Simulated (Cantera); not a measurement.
Reactions in the system C-Cu-F-H

Cantera with NASA thermochemical tables; ideal gases at 1 bar, condensed phases pure. Values are per mole of reaction as written; species without (g) are pure solids or liquids, kept so even where they would boil at 1 bar.

3 Cu + 4 CH2F2(g) → 3 CuF2(g) + CF2(g) + C3H8(g)

```
T (K)  ΔH° (kJ)  ΔS° (J/K)  ΔG° (kJ)  log10 K
-----  --------  ---------  --------  -------
300       723.4      226.3     655.5  -114.13
950       721.8      227.1     506.0   -27.82
1000      720.8      226.1     494.7   -25.84
1050      719.7      225.0     483.4   -24.05
1100      718.5      223.9     472.2   -22.42
1150      717.2      222.7     461.1   -20.94
1200      715.8      221.5     449.9   -19.59
```
